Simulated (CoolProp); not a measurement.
Saturation properties of n-hexane.

Model: reference Helmholtz-energy equation of state, Thol 2019, in CoolProp.

| T (°C) | p (MPa) | vapour density (kg/m³) | liquid cp (kJ/(kg K)) |
|---|---|---|---|
| 89.25 | 0.1852 | 5.720 | [?] |
| 94.15 | 0.2114 | 6.493 | [?] |
| 99.15 | 0.2410 | 7.364 | 2.630 |
| 104.05 | 0.2730 | 8.306 | [?] |
| 108.95 | 0.3081 | 9.341 | 2.685 |
| 113.95 | 0.3474 | 10.50 | 2.714 |
| 118.85 | 0.3895 | 11.75 | 2.743 |
| 123.85 | 0.4362 | 13.15 | [?] |
| 128.75 | 0.4861 | 14.64 | 2.804 |
| 133.75 | 0.5412 | 16.32 | 2.837 |
| 138.65 | 0.5997 | 18.11 | 2.871 |
| 143.65 | 0.6642 | 20.11 | 2.906 |
| 148.55 | 0.7322 | 22.25 | 2.943 |
| 153.45 | 0.8054 | [?] | 2.981 |

Q: What belongs in the gaps?

A: 
- 89.25, liquid cp (kJ/(kg K)): 2.576
- 94.15, liquid cp (kJ/(kg K)): 2.602
- 104.05, liquid cp (kJ/(kg K)): 2.657
- 123.85, liquid cp (kJ/(kg K)): 2.773
- 153.45, vapour density (kg/m³): 24.60

It boils at 68.7 °C under 1 atm.
